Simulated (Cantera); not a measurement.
An isothermal, constant-pressure homogeneous reactor starts with C2H6 : N2 = 1 : 60 (molar parts), at 1975 K and 1800 Pa. Integrator tolerance rtol = 1e-08.

Detailed kinetics in Cantera: GRI-Mech 3.0 (53 species, 325 reactions). GRI-Mech 3.0 stops at C3 and has no aromatics, soot or wall deposition, so with more carbon than oxygen in the feed, carbon stays in small species such as C2H2 where larger ones or solid carbon would form. Radical loss at walls, strong at low pressure, is not modelled.

What does this change do: 3.7 parts H2O added?


```json
[
 {"quantity": "x(C2H6) at 100 s", "before": "<1e-12 (gas-phase equilibrium <1e-12)", "after": "<1e-12 (gas-phase equilibrium <1e-12)"},
 {"quantity": "x(C2H) at 100 s", "before": "1.57e-5 (gas-phase equilibrium 1.83e-6)", "after": "<1e-12 (gas-phase equilibrium <1e-12)"},
 {"quantity": "x(C2H4) at 100 s", "before": "6.71e-8 (gas-phase equilibrium 7.81e-9)", "after": "<1e-12 (gas-phase equilibrium <1e-12)"},
 {"quantity": "x(C2H2) at 100 s", "before": "0.0157 (gas-phase equilibrium 0.00182)", "after": "<1e-12 (gas-phase equilibrium <1e-12)"},
 {"quantity": "x(CH2) at 100 s", "before": "3.32e-9 (gas-phase equilibrium 6.36e-9)", "after": "<1e-12 (gas-phase equilibrium <1e-12)"}
]
```

What does this change do: 1 parts H2O added?


```csv
quantity,before,after
x(C2H6) at 100 s,<1e-12 (gas-phase equilibrium <1e-12),<1e-12 (gas-phase equilibrium <1e-12)
x(C2H) at 100 s,1.57e-5 (gas-phase equilibrium 1.83e-6),5.39e-6 (gas-phase equilibrium 3.77e-7)
x(C2H4) at 100 s,6.71e-8 (gas-phase equilibrium 7.81e-9),5.12e-8 (gas-phase equilibrium 3.59e-9)
x(C2H2) at 100 s,0.0157 (gas-phase equilibrium 0.00182),0.00701 (gas-phase equilibrium 0.000491)
x(CH2) at 100 s,3.32e-9 (gas-phase equilibrium 6.36e-9),5.99e-9 (gas-phase equilibrium 4.31e-9)
```

What does this change do: C2H6 1 to 2.4 parts?


| quantity | before | after |
|---|---|---|
| x(C2H6) at 100 s | <1e-12 (gas-phase equilibrium <1e-12) | <1e-12 (gas-phase equilibrium <1e-12) |
| x(C2H) at 100 s | 1.57e-5 (gas-phase equilibrium 1.83e-6) | 2.36e-5 (gas-phase equilibrium 5.19e-6) |
| x(C2H4) at 100 s | 6.71e-8 (gas-phase equilibrium 7.81e-9) | 3.45e-7 (gas-phase equilibrium 7.58e-8) |
| x(C2H2) at 100 s | 0.0157 (gas-phase equilibrium 0.00182) | 0.0355 (gas-phase equilibrium 0.00780) |
| x(CH2) at 100 s | 3.32e-9 (gas-phase equilibrium 6.36e-9) | 9.21e-9 (gas-phase equilibrium 1.98e-8) |
